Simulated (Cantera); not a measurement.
Cantera run:

```python
import numpy as np
import cantera as ct

gas_names = """
    C CH CH2 CH3 CH2OH CH3O CH4 CH3OH CN CO CO2 COOH C2 C2H CHCO,ketyl C2H2,acetylene C2H2,vinylidene
    CH2CO,ketene C2H3,vinyl CH3CN CH3CO,acetyl C2H4 C2H4O,ethylen CH3CHO,ethanal CH3COOH (HCOOH)2 C2H5
    C2H6 CH3OCH3 C2H5OH CCN CNC C2N2 C2O C3 C3H3,propargyl C3H4,allene C3H4,propyne C3H4,cyclo-
    C3H5,allyl C3H6,propylene C3H6,cyclo- C3H6O C3H7,n-propyl C3H7,i-propyl C3H8 C3H8O,1propanol
    C3H8O,2propanol C3O2 C4 C4H2 C4H4,1,3-cyclo- C4H6,butadiene C4H6,2-butyne C4H6,cyclo- C4H8,1-butene
    C4H8,cis2-buten C4H8,tr2-butene C4H8,isobutene C4H8,cyclo- (CH3COOH)2 C4H9,n-butyl C4H9,i-butyl
    C4H9,s-butyl C4H9,t-butyl C4H10,isobutane C4H10,n-butane C4N2 C5 C5H6,1,3cyclo- C5H8,cyclo-
    C5H10,1-pentene C5H10,cyclo- C5H11,pentyl C5H11,t-pentyl C5H12,n-pentane C5H12,i-pentane
    CH3C(CH3)2CH3 C6H2 C6H5,phenyl C6H5O,phenoxy C6H6 C6H5OH,phenol C6H10,cyclo- C6H12,1-hexene
    C6H12,cyclo- C6H13,n-hexyl C7H7,benzyl C7H8 C7H8O,cresol C7H14,1-heptene C7H15,n-heptyl
    C7H16,n-heptane C8H8,styrene C8H10,ethylbenz C8H16,1-octene C8H17,n-octyl C8H18,isooctane
    C8H18,n-octane C9H19,n-nonyl C10H8,naphthale C10H21,n-decyl C12H9,o-bipheny C12H10,bipheny H HCN HCO
    HCCN HNC HNCO HNO HNO2 HNO3 HO2 H2 HCHO,formaldehy HCOOH H2O H2O2 N NCO NH NH2 NH3 NH2OH NO NO2 NO3
    N2 N2H2 N2H4 N2O O OH O2 O3
""".split()
cond_names = """
    C(gr) C6H6(L) C7H8(L) C8H18(L),n-octa H2O(s) H2O(L)
""".split()


def load(file, names, dense=False):
    # The tables refer to 1 bar. Condensed volumes are neglected.
    table = {s.name: s for s in ct.Species.list_from_file(file)}
    out = []
    for n in names:
        d = dict(table[n].input_data)
        d["thermo"] = dict(d["thermo"], **{"reference-pressure": 1e5})
        if dense:
            d["equation-of-state"] = {"model": "constant-volume", "density": "1e6 g/cm^3"}
        out.append(ct.Species.from_dict(d))
    return out


gas = ct.Solution(thermo="ideal-gas", species=load("nasa_gas.yaml", gas_names))
cond = {s.name: ct.Solution(thermo="fixed-stoichiometry", species=[s], name=s.name)
        for s in load("nasa_condensed.yaml", cond_names, dense=True)}
atoms = {
    'toluene': {'C': 7, 'H': 8},
    'NH3': {'N': 1, 'H': 3},
    'H2O': {'H': 2, 'O': 1},
}
top_T = {'C(gr)': 4500}  # K; cautious upper limits of use, not melting points


def equilibrate(T, P, feed):
    n = {}
    for name, mol in feed.items():
        for a, k in atoms[name].items():
            n[a] = n.get(a, 0.0) + k * mol
    gas.TPX = T, P, n
    mass = sum(n.values()) * gas.mean_molecular_weight
    gas.equilibrate("TP")
    valid = [c for c in cond.values() if c.min_temp <= T <= top_T.get(c.name, c.max_temp)]
    mix = ct.Mixture([(gas, mass / gas.mean_molecular_weight)] + [(c, 0.0) for c in valid])
    mix.T, mix.P = T, P
    mix.equilibrate("TP", solver="vcs", rtol=1e-11, max_steps=5000)
    return mix


results = []
feed = {'toluene': 1, 'NH3': 0.29, 'H2O': 0.36}  # mol
T = 1350  # K
P = 1000  # Pa
mix = equilibrate(T, P, feed)
results.append((T, P, feed, dict(zip(mix.species_names, mix.species_moles))))
print(gas.report(threshold=1e-06))
for i in range(1, mix.n_phases):
    print(f"{mix.phase(i).name:16s} {mix.phase_moles(i):12.5e} mol")
```

Result:

```
       temperature   1350 K
          pressure   1000 Pa
           density   0.0004004 kg/m^3
  mean mol. weight   4.4942 kg/kmol
   phase of matter   gas

                          1 kg             1 kmol
                     ---------------   ---------------
          enthalpy        5.3875e+06        2.4213e+07  J
   internal energy          2.89e+06        1.2988e+07  J
           entropy             49693        2.2333e+05  J/K
    Gibbs function       -6.1698e+07       -2.7729e+08  J
 heat capacity c_p            7122.5             32010  J/K
 heat capacity c_v            5272.5             23696  J/K

                      mass frac. Y      mole frac. X     chem. pot. / RT
                     ---------------   ---------------   ---------------
               CH4        0.00016839        4.7173e-05           -48.013
                CO           0.42333          0.067923           -43.584
    C2H2,acetylene        6.4914e-06        1.1204e-06           -27.005
                 H        5.0839e-06        2.2667e-05           -11.503
               HCN        0.00030809        5.1234e-05           -30.452
                H2           0.40579           0.90462           -23.007
               H2O        1.4113e-05        3.5208e-06           -64.591
                N2           0.17038          0.027334           -33.899
     [ +128 minor]        5.0801e-06        8.2344e-07

C(gr)             6.63948e+00 mol
```

Equilibrium computed with Cantera from the NASA thermochemical tables; the gas is ideal and each condensed phase is pure.
